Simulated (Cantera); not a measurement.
Diamond growth

A diamond (100) surface in a fixed gas of H2 with x(CH4) = 0.0074, x(H) = 0.028, at 1125 K, 36.0 Torr; coverages are run to steady state.

Detailed kinetics in Cantera: the Harris–Goodwin 1993 mechanism for the reconstructed diamond (100) surface.

| x(CH3) | growth (µm/h) | θ c6HH | θ c6H* | θ c6*H | θ c6** | θ c6HM |
|---|---|---|---|---|---|---|
| 1e-06 | 0.0376 | 0.492 | 0.0308 | 0.456 | 0.0214 | 1.08e-5 |
| 2.4e-06 | 0.0903 | 0.492 | 0.0308 | 0.456 | 0.0214 | 2.60e-5 |
| 5.6e-06 | 0.211 | 0.491 | 0.0308 | 0.456 | 0.0214 | 6.06e-5 |
| 1.3e-05 | 0.489 | 0.491 | 0.0308 | 0.456 | 0.0214 | 0.000141 |
| 3.1e-05 | 1.17 | 0.491 | 0.0308 | 0.456 | 0.0214 | 0.000335 |
| 7.4e-05 | 2.78 | 0.491 | 0.0308 | 0.456 | 0.0213 | 0.000800 |
| 0.00018 | 6.75 | 0.490 | 0.0307 | 0.455 | 0.0213 | 0.00194 |
| 0.00041 | 15.3 | 0.488 | 0.0306 | 0.453 | 0.0211 | 0.00440 |
| 0.00098 | 36.1 | 0.484 | 0.0303 | 0.449 | 0.0208 | 0.0104 |
θ: site fractions in the mechanism's names (c6HH fully hydrogenated, c6H* and c6*H radical sites, c6** diradical, c6HM methylated).
